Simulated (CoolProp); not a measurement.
The numbers come from the reference Helmholtz-energy equation of state, Lemmon 2006 in CoolProp. It is a short technical equation, of lower accuracy than the large ones.

Task: Give the vapour pressure (MPa), liquid density (kg/m³), enthalpy of vaporisation (kJ/kg), liquid cp (kJ/(kg K)) of saturated CH3F (R41) at -15.05, -4.75 °C.

Result: 
```json
[
 {"T (°C)": "-15.05", "p (MPa)": "1.33", "liquid density (kg/m³)": "727", "enthalpy of vaporisation (kJ/kg)": "374", "liquid cp (kJ/(kg K))": "2.40"},
 {"T (°C)": "-4.75", "p (MPa)": "1.79", "liquid density (kg/m³)": "695", "enthalpy of vaporisation (kJ/kg)": "347", "liquid cp (kJ/(kg K))": "2.54"}
]
```
